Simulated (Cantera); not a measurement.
A freely propagating, adiabatic, planar premixed flame of 12.2 % CH4, 1.11 % H2, 17.8 % O2, 66.9 % N2, 2.07 % H2O, unburnt at 425 K and 0.140 bar; mixture-averaged transport, grid criteria slope 0.08 and curve 0.16, no radiation.

Detailed kinetics in Cantera: GRI-Mech 3.0 (53 species, 325 reactions). Burning velocities carry a grid error of a few per cent, more on coarse grids.

Question: Predict: laminar burning velocity; thermal thickness; peak x(C2H).

Answer: 
| Item | Value |
|---|---|
| laminar burning velocity | 61.8 cm/s |
| thermal thickness | 2.88 mm |
| peak x(C2H) | 1.14e-6 |
